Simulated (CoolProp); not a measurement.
A closed Brayton cycle with dry air: compressor inlet 312.15 K and 2 MPa, high pressure 3.8 MPa, turbine inlet 695 K, compressor efficiency 0.89, turbine efficiency 0.93, recuperator effectiveness 0.9 (on enthalpy, no pinch check). Each further row changes one setting.

Computed with CoolProp (reference Helmholtz-energy equation of state, Lemmon 2000). It is a pseudo-pure fit of the blend.

```
case                           thermal efficiency (%)  net work (kJ/kg)  compressor to turbine work  compressor exit (K)  turbine exit (K)
-----------------------------  ----------------------  ----------------  --------------------------  -------------------  ----------------
as stated                                        29.4              39.4                        0.64                383.2             591.7
turbine inlet 645 K                        (withheld)              31.4                        0.69                383.2             548.1
compressor inlet 322.15 K                        27.9              37.0                        0.66                395.3             591.7
high pressure 3.23 MPa                     (withheld)        (withheld)                  (withheld)                363.9             616.4
recuperator effectiveness 0.5                    17.8              39.4                        0.64                383.2             591.7
```

What belongs in the gaps?


- turbine inlet 645 K, thermal efficiency (%): 25.8
- high pressure 3.23 MPa, thermal efficiency (%): 29.0
- high pressure 3.23 MPa, net work (kJ/kg): 32.5
- high pressure 3.23 MPa, compressor to turbine work: 0.61
